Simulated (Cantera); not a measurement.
Cantera run:

```python
import numpy as np
import cantera as ct

gas_names = """
    C CO CO2 C2 C2O C3 C3O2 C4 C5 O O2 O3 Pb PbO Pb2
""".split()
cond_names = """
    C(gr) Pb(cr) Pb(L) PbO(rd) PbO(yw) PbO(L) PbO2(s) Pb3O4(s)
""".split()


def load(file, names, dense=False):
    # The tables refer to 1 bar. Condensed volumes are neglected.
    table = {s.name: s for s in ct.Species.list_from_file(file)}
    out = []
    for n in names:
        d = dict(table[n].input_data)
        d["thermo"] = dict(d["thermo"], **{"reference-pressure": 1e5})
        if dense:
            d["equation-of-state"] = {"model": "constant-volume", "density": "1e6 g/cm^3"}
        out.append(ct.Species.from_dict(d))
    return out


gas = ct.Solution(thermo="ideal-gas", species=load("nasa_gas.yaml", gas_names))
cond = {s.name: ct.Solution(thermo="fixed-stoichiometry", species=[s], name=s.name)
        for s in load("nasa_condensed.yaml", cond_names, dense=True)}
atoms = {
    'Pb': {'Pb': 1},
    'O2': {'O': 2},
    'CO': {'C': 1, 'O': 1},
}
top_T = {'C(gr)': 4500, 'Pb3O4(s)': 820}  # K; cautious upper limits of use, not melting points


def equilibrate(T, P, feed):
    n = {}
    for name, mol in feed.items():
        for a, k in atoms[name].items():
            n[a] = n.get(a, 0.0) + k * mol
    gas.TPX = T, P, n
    mass = sum(n.values()) * gas.mean_molecular_weight
    gas.equilibrate("TP")
    valid = [c for c in cond.values() if c.min_temp <= T <= top_T.get(c.name, c.max_temp)]
    mix = ct.Mixture([(gas, mass / gas.mean_molecular_weight)] + [(c, 0.0) for c in valid])
    mix.T, mix.P = T, P
    mix.equilibrate("TP", solver="vcs", rtol=1e-11, max_steps=5000)
    return mix


results = []
P = 620000  # Pa
for T in [750, 850, 950, 1050, 1150, 1250, 1350, 1450, 1550, 1650, 1750]:
    for m in [2.8, 3.5, 4.5, 5.7, 7.2, 9.2, 12, 15, 19, 24, 30, 38]:
        feed = {'Pb': 1, 'O2': 0.02, 'CO': m}  # mol
        mix = equilibrate(T, P, feed)
        results.append((T, P, feed, dict(zip(mix.species_names, mix.species_moles))))

for T, P, feed, n in results:
    print(f"{T:7g} {feed['CO']:10.4g}  " + (" + ".join(c for c in cond_names if n.get(c, 0) > 1e-12) or "gas only"))
```

Output:

```
    750        2.8  C(gr) + Pb(L)
    750        3.5  C(gr) + Pb(L)
    750        4.5  C(gr) + Pb(L)
    750        5.7  C(gr) + Pb(L)
    750        7.2  C(gr) + Pb(L)
    750        9.2  C(gr) + Pb(L)
    750         12  C(gr) + Pb(L)
    750         15  C(gr) + Pb(L)
    750         19  C(gr) + Pb(L)
    750         24  C(gr) + Pb(L)
    750         30  C(gr) + Pb(L)
    750         38  C(gr) + Pb(L)
    850        2.8  C(gr) + Pb(L)
    850        3.5  C(gr) + Pb(L)
    850        4.5  C(gr) + Pb(L)
    850        5.7  C(gr) + Pb(L)
    850        7.2  C(gr) + Pb(L)
    850        9.2  C(gr) + Pb(L)
    850         12  C(gr) + Pb(L)
    850         15  C(gr) + Pb(L)
    850         19  C(gr) + Pb(L)
    850         24  C(gr) + Pb(L)
    850         30  C(gr) + Pb(L)
    850         38  C(gr) + Pb(L)
    950        2.8  C(gr) + Pb(L)
    950        3.5  C(gr) + Pb(L)
    950        4.5  C(gr) + Pb(L)
    950        5.7  C(gr) + Pb(L)
    950        7.2  C(gr) + Pb(L)
    950        9.2  C(gr) + Pb(L)
    950         12  C(gr) + Pb(L)
    950         15  C(gr) + Pb(L)
    950         19  C(gr) + Pb(L)
    950         24  C(gr) + Pb(L)
    950         30  C(gr) + Pb(L)
    950         38  C(gr) + Pb(L)
   1050        2.8  C(gr) + Pb(L)
   1050        3.5  C(gr) + Pb(L)
   1050        4.5  C(gr) + Pb(L)
   1050        5.7  C(gr) + Pb(L)
   1050        7.2  C(gr) + Pb(L)
   1050        9.2  C(gr) + Pb(L)
   1050         12  C(gr) + Pb(L)
   1050         15  C(gr) + Pb(L)
   1050         19  C(gr) + Pb(L)
   1050         24  C(gr) + Pb(L)
   1050         30  C(gr) + Pb(L)
   1050         38  C(gr) + Pb(L)
   1150        2.8  C(gr) + Pb(L)
   1150        3.5  C(gr) + Pb(L)
   1150        4.5  C(gr) + Pb(L)
   1150        5.7  C(gr) + Pb(L)
   1150        7.2  C(gr) + Pb(L)
   1150        9.2  C(gr) + Pb(L)
   1150         12  C(gr) + Pb(L)
   1150         15  C(gr) + Pb(L)
   1150         19  C(gr) + Pb(L)
   1150         24  C(gr) + Pb(L)
   1150         30  C(gr) + Pb(L)
   1150         38  C(gr) + Pb(L)
   1250        2.8  C(gr) + Pb(L)
   1250        3.5  C(gr) + Pb(L)
   1250        4.5  C(gr) + Pb(L)
   1250        5.7  C(gr) + Pb(L)
   1250        7.2  C(gr) + Pb(L)
   1250        9.2  C(gr) + Pb(L)
   1250         12  C(gr) + Pb(L)
   1250         15  C(gr) + Pb(L)
   1250         19  C(gr) + Pb(L)
   1250         24  C(gr) + Pb(L)
   1250         30  C(gr) + Pb(L)
   1250         38  C(gr) + Pb(L)
   1350        2.8  C(gr) + Pb(L)
   1350        3.5  C(gr) + Pb(L)
   1350        4.5  C(gr) + Pb(L)
   1350        5.7  C(gr) + Pb(L)
   1350        7.2  C(gr) + Pb(L)
   1350        9.2  C(gr) + Pb(L)
   1350         12  C(gr) + Pb(L)
   1350         15  C(gr) + Pb(L)
   1350         19  C(gr) + Pb(L)
   1350         24  C(gr) + Pb(L)
   1350         30  C(gr) + Pb(L)
   1350         38  C(gr) + Pb(L)
   1450        2.8  Pb(L)
   1450        3.5  Pb(L)
   1450        4.5  Pb(L)
   1450        5.7  Pb(L)
   1450        7.2  C(gr) + Pb(L)
   1450        9.2  C(gr) + Pb(L)
   1450         12  C(gr) + Pb(L)
   1450         15  C(gr) + Pb(L)
   1450         19  C(gr) + Pb(L)
   1450         24  C(gr) + Pb(L)
   1450         30  C(gr) + Pb(L)
   1450         38  C(gr) + Pb(L)
   1550        2.8  Pb(L)
   1550        3.5  Pb(L)
   1550        4.5  Pb(L)
   1550        5.7  Pb(L)
   1550        7.2  Pb(L)
   1550        9.2  Pb(L)
   1550         12  Pb(L)
   1550         15  Pb(L)
   1550         19  C(gr) + Pb(L)
   1550         24  C(gr) + Pb(L)
   1550         30  C(gr) + Pb(L)
   1550         38  C(gr) + Pb(L)
   1650        2.8  Pb(L)
   1650        3.5  Pb(L)
   1650        4.5  Pb(L)
   1650        5.7  Pb(L)
   1650        7.2  Pb(L)
   1650        9.2  Pb(L)
   1650         12  Pb(L)
   1650         15  Pb(L)
   1650         19  Pb(L)
   1650         24  Pb(L)
   1650         30  Pb(L)
   1650         38  C(gr) + Pb(L)
   1750        2.8  Pb(L)
   1750        3.5  Pb(L)
   1750        4.5  Pb(L)
   1750        5.7  Pb(L)
   1750        7.2  Pb(L)
   1750        9.2  Pb(L)
   1750         12  Pb(L)
   1750         15  Pb(L)
   1750         19  Pb(L)
   1750         24  Pb(L)
   1750         30  Pb(L)
   1750         38  gas only
```

These are equilibrium values from Cantera (NASA tables, ideal gas, pure condensed phases), not measurements of a reactor.
